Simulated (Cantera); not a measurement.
## Equilibrium for boron, boron nitride and boron oxide: borazine + H₂O + N₂

A closed system holds: 1 mol borazine, 1.1 mol H₂O, 0.12 mol N₂, held at 100 Torr.

Cantera equilibrium calculation (NASA polynomials, part measured and part estimated; ideal gas, pure solids and liquids). Candidate condensed phases: B, BN, B₂O₃, B₃O₃H₃, H₂O; 39 gas species. The feed counts by its element totals alone. Mutual solubility and eutectic melting of coexisting phases are not modelled. Gases not in the tables: H₃BO₃. Kinetics and transport are ignored.

```csv
T (K),x H₂,x N₂,x HBO₂,x HBO,n BN(s),n B₂O₃(l)
1050,0.892,0.105,8.79e-6,3.79e-8,2.27,0.364
1100,0.892,0.105,2.14e-5,1.73e-7,2.27,0.364
1150,0.892,0.106,4.79e-5,6.92e-7,2.27,0.364
1200,0.892,0.106,9.98e-5,2.45e-6,2.27,0.363
1250,0.892,0.106,0.000195,7.84e-6,2.27,0.363
1300,0.892,0.105,0.000361,2.28e-5,2.27,0.363
1350,0.892,0.105,0.000636,6.13e-5,2.27,0.362
1400,0.892,0.105,0.00107,0.000153,2.27,0.360
1450,0.891,0.105,0.00174,0.000358,2.27,0.358
1500,0.889,0.105,0.00271,0.000789,2.27,0.354
1550,0.887,0.105,0.00411,0.00165,2.28,0.347
1600,0.883,0.105,0.00604,0.00329,2.28,0.335
1650,0.876,0.104,0.00865,0.00626,2.27,0.315
```
x: gas mole fraction; n: condensed amount in mol.

From 1050 K to 1650 K the condensed part is BN(s) + B₂O₃(l).
